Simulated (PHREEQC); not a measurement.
PHREEQC input (ion-association model, wateq4f.dat):

```
SOLUTION 1
  temp 25
  units mol/kgw
  pH 7 charge
  S(6) 0.075
  Na 0.15
END
SELECTED_OUTPUT 1
  -reset false
  -pH true
  -pe true
  -ionic_strength true
  -water true
  -totals Ag Br Na S S(-2) S(6)
  -molalities H+ Ag+ Br- Na+ SO4-2 NaSO4- HSO4- H2S HS- S-2
    O2 OH- AgBr AgBr2- AgHS Ag(HS)2- AgOH Ag(OH)2- AgSO4- AgBr3-2
  -equilibrium_phases Bromyrite Ag2O Ag2SO4 Mirabilite
PRINT
  -reset false
USE solution 1
REACTION 1
  NaBr 1
  0 0.00208 0.00417 0.00625 0.00833 0.0104 0.0125 0.0146 0.0167 0.0187 0.0208 0.0229 0.025 moles
EQUILIBRIUM_PHASES 1
  Bromyrite 0 0.5
  Ag2O 0 0
  Ag2SO4 0 0
  Mirabilite 0 0
  O2(g) -0.68 10
END
```

Selected output (columns that matter, 13 of 13 rows; NaBr added (mol) added in front):

```
NaBr added (mol)	pH	mu	Ag	Br	Na	m_H+	m_Ag+	m_Br-	m_Na+	m_SO4-2	m_NaSO4-	m_OH-	m_AgBr2-	m_AgSO4-
0	7.2088	0.19992	1.1522e-06	1.1522e-06	0.15	7.7529e-08	8.4302e-07	1.1433e-06	0.13746	0.062458	0.012541	2.2817e-07	1.1699e-11	3.0026e-07
0.00208	7.208	0.20177	3.2962e-08	0.00208	0.15208	7.7706e-08	4.6384e-10	0.00208	0.13942	0.062344	0.012656	2.2798e-07	2.1284e-08	1.6435e-10
0.00417	7.2072	0.20363	6.0501e-08	0.0041701	0.15417	7.7884e-08	2.316e-10	0.0041699	0.1414	0.06223	0.01277	2.2778e-07	4.2671e-08	8.1631e-11
0.00625	7.2064	0.20549	9.2431e-08	0.0062501	0.15625	7.806e-08	1.5467e-10	0.0062499	0.14337	0.062117	0.012883	2.2759e-07	6.3955e-08	5.4237e-11
0.00833	7.2056	0.20734	1.2873e-07	0.0083301	0.15833	7.8236e-08	1.1616e-10	0.0083298	0.14534	0.062005	0.012994	2.274e-07	8.5239e-08	4.0526e-11
0.0104	7.2048	0.20919	1.6916e-07	0.0104	0.1604	7.8409e-08	9.3129e-11	0.0104	0.1473	0.061895	0.013105	2.2721e-07	1.0642e-07	3.2326e-11
0.0125	7.204	0.21107	2.1458e-07	0.0125	0.1625	7.8584e-08	7.7557e-11	0.0125	0.14928	0.061784	0.013216	2.2702e-07	1.2791e-07	2.6784e-11
0.0146	7.2032	0.21295	2.6445e-07	0.0146	0.1646	7.8758e-08	6.6463e-11	0.0146	0.15127	0.061674	0.013326	2.2684e-07	1.494e-07	2.2836e-11
0.0167	7.2025	0.21483	3.1875e-07	0.0167	0.1667	7.8931e-08	5.8158e-11	0.0167	0.15327	0.061565	0.013435	2.2665e-07	1.7089e-07	1.9883e-11
0.0187	7.2018	0.21662	3.7462e-07	0.0187	0.1687	7.9095e-08	5.1982e-11	0.018699	0.15516	0.061462	0.013538	2.2648e-07	1.9135e-07	1.7687e-11
0.0208	7.201	0.21851	4.3763e-07	0.0208	0.1708	7.9265e-08	4.6775e-11	0.020799	0.15715	0.061354	0.013646	2.2629e-07	2.1284e-07	1.5836e-11
0.0229	7.2003	0.2204	5.0512e-07	0.022901	0.1729	7.9435e-08	4.2523e-11	0.022899	0.15915	0.061247	0.013752	2.2611e-07	2.3433e-07	1.4326e-11
0.025	7.1995	0.22228	5.771e-07	0.025001	0.175	7.9604e-08	3.8984e-11	0.024999	0.16114	0.061141	0.013858	2.2593e-07	2.5581e-07	1.3069e-11
```

Complexes and solids missing from the database can't appear.
